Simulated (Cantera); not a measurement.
## Premixed flame

A freely propagating, adiabatic, planar premixed flame of 12.7 % CH4, 0.481 % H2, 18.2 % O2, 68.6 % N2, unburnt at 700 K and 0.760 atm; mixture-averaged transport, grid criteria slope 0.08 and curve 0.16, no radiation.

Computed with Cantera and GRI-Mech 3.0 (53 species, 325 reactions). Burning velocities carry a grid error of a few per cent, more on coarse grids.

```
z (mm)  T (K)  u (m/s)     x CH4     x H2      x O2    x C2H    x HCN      x CO
------  -----  -------  --------  -------  --------  -------  -------  --------
-1.49     700     1.24     0.126  0.00787     0.182    <1e-8    <1e-8   9.20e-6
-0.994    705     1.26     0.125   0.0132     0.181    <1e-8  1.47e-8  0.000119
-0.745    721     1.29     0.123   0.0192     0.179    <1e-8  8.24e-8  0.000544
-0.497    811     1.47     0.114   0.0304     0.170    <1e-8  7.32e-7   0.00358
-0.248   1216     2.26    0.0784   0.0479     0.132    <1e-8  6.33e-6    0.0226
-0.124   1589     3.01    0.0432   0.0570    0.0884  8.37e-8  1.56e-5    0.0463
0        1924     3.69    0.0129   0.0616    0.0420  1.70e-6  3.30e-5    0.0716
0.124    2095     4.03   0.00208   0.0605    0.0150  3.34e-6  4.97e-5    0.0826
0.248    2151     4.14  0.000276   0.0588   0.00504  1.57e-6  4.83e-5    0.0824
0.497    2174     4.17   6.88e-6   0.0589  0.000995  1.27e-7  2.83e-5    0.0779
0.994    2187     4.19   2.90e-8   0.0599  0.000487    <1e-8  8.71e-6    0.0754
1.99     2203     4.21     <1e-8   0.0603  0.000358    <1e-8  1.37e-6    0.0753
3.98     2222     4.24     <1e-8   0.0605  0.000225    <1e-8  9.90e-8    0.0756
```
x: mole fraction of selected species; z is measured from the peak of heat release.

```yaml
laminar_burning_velocity: 124 cm/s
thermal_thickness: 0.497 mm
peak x(C2H): 3.41e-6
peak x(HCN): 5.12e-5
peak x(CO): 0.0832
grid_points: 137
```
